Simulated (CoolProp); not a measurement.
A simple Rankine cycle with R152A: condensing at 321.15 K, boiler at 3.14 MPa, turbine inlet 499 K, turbine efficiency 0.7, pump efficiency 0.8, no recuperator. Each further row changes one setting.

Values from CoolProp's reference Helmholtz-energy equation of state, Outcalt 1996. It is a modified Benedict-Webb-Rubin equation, recast in Helmholtz form.

| case | thermal efficiency (%) | net work (kJ/kg) | heat in (kJ/kg) | turbine exit temperature (K) | volume ratio over the turbine |
|---|---|---|---|---|---|
| as stated | 7.7 | 36.7 | 477 | 460.3 | 2.74 |
| condensing temperature 313.15 K | 9.0 | 44.2 | 492 | 453.4 | 3.34 |
| boiler pressure 2.2 MPa | 5.2 | 25.4 | 487 | 474.6 | 1.92 |
| turbine efficiency 0.6 | 6.5 | 31.0 | 477 | 464.2 | 2.77 |
